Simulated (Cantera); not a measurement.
An isothermal, constant-pressure homogeneous reactor starts with N₂O : H₂ : N₂ = 1 : 0.0029 : 4.4 (molar parts), at 1525 K and 1.10 bar.

Model: GRI-Mech 3.0 (53 species, 325 reactions), integrated in Cantera. GRI-Mech 3.0 was tuned for natural gas; its chemistry of N2O as a main component is partial and can be far from experiment. The temperature is held fixed by assumption; the heat of reaction is taken as removed at once.

x: mole fraction; the columns are a selection and need not sum to one.

```tsv
t (s)	x N₂O	x H₂	x O	x H	x H₂O
4.00e-5	0.185	0.000505	7.46e-5	(withheld)	1.24e-5
0.000115	0.183	0.000382	7.47e-5	(withheld)	0.000108
0.000328	0.180	0.000142	7.76e-5	(withheld)	0.000351
0.000940	0.170	1.63e-5	7.98e-5	(withheld)	0.000494
0.00269	0.147	2.43e-7	7.75e-5	2.19e-7	0.000509
0.00771	0.0979	1.05e-7	6.83e-5	2.15e-7	0.000498
0.0221	0.0359	8.35e-8	4.44e-5	(withheld)	0.000486
0.0632	0.00418	2.59e-8	1.09e-5	(withheld)	0.000486
0.181	3.05e-5	5.09e-9	1.53e-6	(withheld)	0.000489
0.519	4.47e-7	4.76e-9	1.41e-6	1.57e-9	0.000489
1.49	4.46e-7	4.76e-9	1.41e-6	1.57e-9	0.000489
4.26	4.44e-7	4.75e-9	1.42e-6	1.57e-9	0.000489
12.2	4.37e-7	4.75e-9	1.42e-6	1.57e-9	0.000489
34.9	4.18e-7	4.73e-9	1.42e-6	1.57e-9	0.000489
100	3.72e-7	4.69e-9	1.43e-6	1.56e-9	0.000489
```

Q: Complete the blanks.

A: 
- 4.00e-5, x H: 1.22e-6
- 0.000115, x H: 1.87e-6
- 0.000328, x H: 9.74e-7
- 0.000940, x H: 3.12e-7
- 0.0221, x H: 1.45e-7
- 0.0632, x H: 2.24e-8
- 0.181, x H: 1.73e-9
